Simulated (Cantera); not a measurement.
Charge: 1 mol C2H6, 0.022 mol CO2, 26 mol N2, equilibrated at 70.0 Pa.

Method: chemical equilibrium by Gibbs-energy minimisation in Cantera with the NASA 1993 tables (ideal gas, pure condensed phases). Candidate condensed phases: C, C6H6, C7H8, C8H18, H2O; 136 gas species. Kinetics and transport are ignored. All values below are at 2100 °C.

Base state: N2 0.842, H 0.105, H2 0.0398, HCN 0.00927, CO 0.00143, CN 0.00118, HNC 0.000930, C2H2 (acetylene) 0.000245 (mole fractions); condensed: C(graphite).

Problem. What changes in the equilibrium state with this change: pressure from 70.0 Pa to 1.90 mbar?

Solution. 
| species | before | after |
|---|---|---|
| N2 | 0.842 | 0.855 |
| H | 0.105 | 0.0753 |
| H2 | 0.0398 | 0.0553 |
| HCN | 0.00927 | 0.0110 |
| C3 | 8.82e-5 | 3.25e-5 |
| C | 3.78e-5 | 1.39e-5 |
| CN | 0.00118 | 0.000719 |
| C2H | 3.50e-5 | 2.50e-5 |
| C(graphite), mol | 1.60 | 1.56 |
